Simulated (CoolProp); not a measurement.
Vapour-liquid equilibrium of CH2F2 (R32) (1) + propylene (2) at -5.65 °C; x and y are mole fractions of (1).

Values from CoolProp's multi-fluid Helmholtz-energy mixture model, Tillner-Roth 1997 and Lemmon 2013; pair parameters Bell 2016.

```
x      bubble pressure (MPa)  y at the bubble point  dew pressure at overall composition x (MPa)  liquid density (mol/L)
-----  ---------------------  ---------------------  -------------------------------------------  ----------------------
0.05                  0.5668                  0.158                                       0.5134                   13.35
0.125                 0.6535                  0.304                                       0.5495              (withheld)
0.2               (withheld)                  0.396                                   (withheld)                   13.93
0.275                 0.7601                  0.460                                       0.6348                   14.26
0.35                  0.7908                  0.508                                       0.6840                   14.64
0.425                 0.8116                  0.547                                       0.7359                   15.06
0.5                   0.8249                  0.580                                       0.7859                   15.53
0.575                 0.8322                  0.610                                   (withheld)                   16.07
0.65                  0.8340                  0.642                                       0.8335                   16.67
0.725                 0.8294                  0.678                                       0.8151                   17.35
0.8                   0.8159                  0.723                                       0.7811                   18.11
0.875                 0.7878             (withheld)                                       0.7417                   18.98
0.95                  0.7343                  0.889                                       0.7017                   19.94
```

### Question
Complete the blanks.

### Answer

- 0.125, liquid density (mol/L): 13.62
- 0.2, bubble pressure (MPa): 0.7159
- 0.2, dew pressure at overall composition x (MPa): 0.5899
- 0.575, dew pressure at overall composition x (MPa): 0.8234
- 0.875, y at the bubble point: 0.787

y crosses x between x = 0.575 and 0.65: the model has an azeotrope there.

Pair parameters are fitted to limited data, so mixtures are less certain than the pure fluids.
